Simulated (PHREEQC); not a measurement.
Consider water at 25 °C with 3.2 mmol/kgw CuSO4. Closed to the air; pH follows from the charge balance.

Model: ion-association model, wateq4f.dat, run in PHREEQC.

Precipitation was switched off in this run.

What pH, ionic strength does the model give?

pH 5.10; ionic strength 0.0104 mol/kgw.

In which forms is Cu present?

Cu+2 81 %, CuSO4 19 % of the Cu.

Examples of supersaturated solids here: Brochantite, Antlerite. Others may be too.
